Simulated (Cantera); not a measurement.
# Stirred combustor or abatement burner

A perfectly stirred reactor is fed with 20.0 % CO, 3.61 % H2, 11.2 % O2, 65.1 % N2, at 7500 Torr; it is adiabatic with a 425 K inlet, and is followed from long to short residence time, starting on the burning branch (τ in s: 0.15, 0.057, 0.021, 0.008, 0.003, 0.0011, 0.00042, 0.00016, 5.8e-05, 2.2e-05, 8.2e-06).

Cantera simulation using GRI-Mech 3.0 (53 species, 325 reactions); the numbers are that mechanism's predictions, not measurements. The hydrogen kinetics of GRI-Mech 3.0 are dated; newer H2 mechanisms differ, most at raised pressure.

```tsv
τ (s)	T (K)	x CO	x H2	x O2	x NO2	x CO2
0.15	2203	0.0166	0.000593	0.00131	2.62e-7	0.209
0.057	2195	0.0177	0.000635	0.00187	3.21e-7	0.207
0.021	2181	0.0196	0.000710	0.00288	3.79e-7	0.205
0.0080	2159	0.0225	0.000824	0.00437	4.02e-7	0.202
0.0030	2127	0.0267	0.000995	0.00653	3.73e-7	0.197
0.0011	2080	0.0327	0.00124	0.00952	3.06e-7	0.190
0.00042	2018	0.0402	0.00155	0.0133	2.41e-7	0.182
0.00016	1934	0.0503	0.00192	0.0182	1.95e-7	0.170
5.8e-5	1805	0.0659	0.00235	0.0261	1.56e-7	0.153
2.2e-5	425	0.200	0.0361	0.112	<1e-12	<1e-12
8.2e-6	425	0.200	0.0361	0.112	<1e-12	<1e-12
```
x: mole fraction; the columns are a selection and need not sum to one.
